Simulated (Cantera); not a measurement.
An adiabatic, constant-volume homogeneous reactor starts with H2 : O2 : N2 : NO : H2O = 1 : 0.893 : 3.36 : 0.013 : 0.44 (molar parts), at 1475 K and 4.50 bar.

Computed with Cantera and GRI-Mech 3.0 (53 species, 325 reactions). The hydrogen kinetics of GRI-Mech 3.0 are dated; newer H2 mechanisms differ, most at raised pressure.

x: mole fraction; the columns are a selection and need not sum to one.

```csv
t (s),T (K),P (bar),x H2,x O2,x NO,x HO2,x H2O2,x H2O
2.00e-6,1475,4.50,0.175,0.156,0.00228,3.12e-5,3.88e-7,0.0773
4.69e-6,?,6.53,?,0.0729,0.00240,?,?,?
1.10e-5,2720,7.66,0.00630,0.0707,0.00261,2.91e-5,2.01e-6,0.255
2.57e-5,2731,7.69,0.00580,0.0706,0.00289,2.91e-5,2.10e-6,0.257
6.02e-5,2730,7.68,0.00579,0.0703,0.00351,2.90e-5,2.09e-6,0.257
0.000141,2727,7.68,0.00577,0.0697,0.00489,2.87e-5,2.07e-6,0.257
0.000331,2723,7.66,0.00572,0.0685,0.00762,2.80e-5,2.04e-6,0.257
0.000775,2716,7.64,0.00566,0.0665,0.0118,2.70e-5,1.98e-6,0.257
0.00181,2710,7.62,0.00560,0.0650,0.0152,2.62e-5,1.94e-6,0.258
0.00425,2709,7.62,0.00559,0.0646,0.0160,2.60e-5,1.93e-6,0.258
0.00996,2709,7.62,0.00559,0.0646,0.0161,2.60e-5,1.93e-6,0.258
0.0233,2709,7.62,0.00559,0.0646,0.0161,2.60e-5,1.93e-6,0.258
0.0547,2709,7.62,0.00559,0.0646,0.0161,2.60e-5,1.93e-6,0.258
0.128,2709,7.62,0.00559,0.0646,0.0161,2.60e-5,1.93e-6,0.258
0.300,2709,7.62,0.00559,0.0646,0.0161,2.60e-5,1.93e-6,0.258
```

Question: Fill in the missing entries.

Answer: 
- 4.69e-6, T (K): 2245
- 4.69e-6, x H2: 0.0235
- 4.69e-6, x HO2: 8.57e-5
- 4.69e-6, x H2O2: 2.23e-6
- 4.69e-6, x H2O: 0.217
